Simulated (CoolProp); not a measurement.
Vapour-liquid equilibrium of ethanol (1) + n-decane (2) at 170.35 °C; x and y are mole fractions of (1).

Model: multi-fluid Helmholtz-energy mixture model, Schroeder 2014 and Lemmon 2006; pair parameters Bell 2016, in CoolProp.

Task: Give the bubble pressure and the first vapour's composition at x = 0.05, 0.2, 0.35. Is there an azeotrope?

Result: x = 0.05: 3.217 bar, y = 0.703; x = 0.2: 7.514 bar, y = 0.867; x = 0.35: 9.584 bar, y = 0.896. No azeotrope shows between x = 0.05 and 0.95.

Pair parameters are fitted to limited data, so mixtures are less certain than the pure fluids. With so large a gap from Raoult's law the liquid may split in two, which this calculation doesn't test in full.
